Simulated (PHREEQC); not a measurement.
Make-up at 25 °C: 0.017 mol/kgw Cu(NO3)2, 4.8e-05 mol/kgw HBF4 and 0.00039 mol/kgw NaCl. Closed to the air; pH follows from the charge balance.

All values are PHREEQC results (ion-association model, phreeqc.dat), not measurements.

This is a speciation only: nothing precipitates in the calculation.

**Question.** Estimate the pH, density.

**Answer.** pH 3.84; density 1.000 g/cm³.

**Question.** In which forms is Cl present?

**Answer.** Cl- 98 %, CuCl+ 2.1 % of the Cl.

Species that the database lacks are ignored. Real BF4- forms and hydrolyses slowly; the run takes it at equilibrium.
